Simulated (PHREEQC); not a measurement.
Make-up at 25 °C: 0.01 mol Cu(BF4)2 and 0.011 mol HNO3 per kg of water. Closed to the air; pH follows from the charge balance.

Computed with PHREEQC (ion-association model, phreeqc.dat).

This is a speciation only: nothing precipitates in the calculation.

**Question.** Order these B species by the share of B that they hold, largest first: H3BO3, BF2(OH)2-, BF4-, BF3OH-.

**Answer.** BF4- (87 %), H3BO3 (7.7 %), BF3OH- (4.7 %), BF2(OH)2- (0.94 %)

**Question.** Order these F species by the share of F that they hold, largest first: F-, BF3OH-, BF2(OH)2-, BF4-, HF.

**Answer.** BF4- (87 %), HF (8.4 %), BF3OH- (3.5 %), F- (0.78 %), BF2(OH)2- (0.47 %)

The pH is 2.06 and the ionic strength 0.0401 mol/kgw. Real BF4- forms and hydrolyses slowly; the run takes it at equilibrium.
